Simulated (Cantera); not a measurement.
An isothermal, constant-pressure homogeneous reactor starts with C2H6 : H2 = 1 : 86 (molar parts), at 1650 K and 2670 Pa. Integrator tolerance rtol = 1e-08.

Cantera simulation using GRI-Mech 3.0 (53 species, 325 reactions); the numbers are that mechanism's predictions, not measurements. GRI-Mech 3.0 stops at C3 and has no aromatics, soot or wall deposition, so with more carbon than oxygen in the feed, carbon stays in small species such as C2H2 where larger ones or solid carbon would form. Radical loss at walls, strong at low pressure, is not modelled.

```tsv
quantity	before	after
x(C2H6) at 1.00 s	2.92e-7 (gas-phase equilibrium 1.68e-9)	1.15e-8 (gas-phase equilibrium 2.54e-10)
x(H2) at 1.00 s	0.983 (gas-phase equilibrium 0.988)	0.997 (gas-phase equilibrium 0.998)
x(C2H) at 1.00 s	1.47e-8 (gas-phase equilibrium 2.69e-8)	1.95e-9 (gas-phase equilibrium 3.98e-9)
x(H) at 1.00 s	0.000522 (gas-phase equilibrium 0.000557)	0.000564 (gas-phase equilibrium 0.000560)
x(C2H4) at 1.00 s	1.86e-5 (gas-phase equilibrium 2.08e-5)	1.76e-6 (gas-phase equilibrium 3.12e-6)
```

Task: What was changed between the two runs?
A. C2H6 1 to 0.15 parts
B. temperature 1650 to 1950 K
C. temperature 1650 to 1675 K
D. C2H6 1 to 0.32 parts

Result: A, C2H6 1 to 0.15 parts
